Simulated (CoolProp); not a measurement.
Saturation properties of methanol (Tc = 513.4 K, pc = 8216 kPa, ω = 0.565).

The numbers come from the reference Helmholtz-energy equation of state, de Reuck 1993 in CoolProp.

| T (K) | p (kPa) | liquid cp (kJ/(kg K)) | surface tension (mN/m) | vapour viscosity (µPa s) |
|---|---|---|---|---|
| 316.2 | 40.88 | 2.656 | 20.6 | 10.2 |
| 337.5 | 100.8 | 2.825 | 18.8 | 10.8 |
| 358.8 | 220.7 | 3.020 | 16.9 | 11.4 |
| 380.2 | 439.6 | 3.247 | 14.9 | 12.0 |
| 401.5 | 805.6 | 3.511 | 12.8 | 12.5 |
| 422.8 | 1382 | 3.833 | 10.5 | 13.1 |
| 444.1 | 2243 | 4.258 | 8.02 | 13.7 |
| 465.5 | 3479 | 4.914 | 5.43 | 14.5 |
| 486.8 | 5169 | 6.414 | 2.81 | 16.2 |

It boils at 337.6 K under 1 atm.

Viscosity comes from a separate model (Xiang 2006). Surface tension comes from a separate correlation (Mulero 2012).
